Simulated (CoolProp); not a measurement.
Vapour-liquid equilibrium of CHF3 (R23) (1) + R11 (2) at 245.9 K; x and y are mole fractions of (1).

The numbers come from the multi-fluid Helmholtz-energy mixture model, Penoncello 2003 and Jacobsen 1992; pair parameters Bell 2016 in CoolProp.

Task: Give the bubble pressure and the first vapour's composition at x = 0.05, 0.125, 0.425. Is there an azeotrope?

Result: x = 0.05: 0.1734 MPa, y = 0.937; x = 0.125: 0.3918 MPa, y = 0.972; x = 0.425: 0.8389 MPa, y = 0.987. No azeotrope shows between x = 0.05 and 0.95.

Pair parameters are fitted to limited data, so mixtures are less certain than the pure fluids. With so large a gap from Raoult's law the liquid may split in two, which this calculation doesn't test in full.
